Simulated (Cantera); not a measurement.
## Calcination and drying: Mg(OH)₂ + CO₂

A closed system holds: 1 mol Mg(OH)₂, 1.5 mol CO₂, held at 325 °C.

Cantera equilibrium calculation (NASA polynomials, part measured and part estimated; ideal gas, pure solids and liquids). Candidate condensed phases: C, C₆H₆, C₇H₈, C₈H₁₈, H₂O, Mg, MgCO₃, MgO, Mg(OH)₂; 116 gas species. Rates play no part.

```csv
P (Pa),x H₂O,x CO₂,n MgO(s),n MgCO₃(s)
10,0.400,0.600,1.00,0
68,0.400,0.600,1.00,0
460,0.400,0.600,1.00,0
3200,0.400,0.600,1.00,0
22000,0.667,0.333,0,1.00
150000,0.667,0.333,0,1.00
1000000,0.667,0.333,0,1.00
```
x: gas mole fraction; n: condensed amount in mol.

From 10.0 Pa to 32.0 mbar the condensed part is MgO(s). From 0.220 bar to 10.0 bar the condensed part is MgCO₃(s).
